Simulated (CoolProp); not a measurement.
Saturation properties of neopentane.

Values from CoolProp's reference Helmholtz-energy equation of state, Lemmon 2006. It is a short technical equation, of lower accuracy than the large ones.

```
T (°C)     p (MPa)  liquid density (kg/m³)  vapour density (kg/m³)  liquid cp (kJ/(kg K))  surface tension (mN/m)
------  ----------  ----------------------  ----------------------  ---------------------  ----------------------
64.05   (withheld)                   537.6                   15.19                  2.568              (withheld)
70.95       0.6000                   528.3                   17.90                  2.622                    6.63
77.95       0.7040                   518.6                   21.05                  2.679                    6.01
84.85       0.8189                   508.5              (withheld)                  2.741                    5.40
91.75       0.9470                   497.9                   28.67                  2.808                    4.81
98.65        1.089                   486.7                   33.34                  2.883                    4.24
105.65       1.249                   474.6                   38.82                  2.969                    3.66
112.55       1.422              (withheld)                   45.09             (withheld)                    3.12
119.45       1.613                   448.0                   52.45                  3.188                    2.58
126.35       1.822                   432.9                   61.20                  3.341              (withheld)
133.35       2.054                   415.7                   72.00                  3.554                    1.57
140.25       2.305                   396.2                   85.38                  3.878                    1.10
```

Question: Complete the blanks.

Answer: 
- 64.05, p (MPa): 0.5091
- 64.05, surface tension (mN/m): 7.25
- 84.85, vapour density (kg/m³): 24.60
- 112.55, liquid density (kg/m³): 461.9
- 112.55, liquid cp (kJ/(kg K)): 3.068
- 126.35, surface tension (mN/m): 2.07

It boils at 9.5 °C under 1 atm.

Surface tension comes from a separate correlation (Mulero 2014).
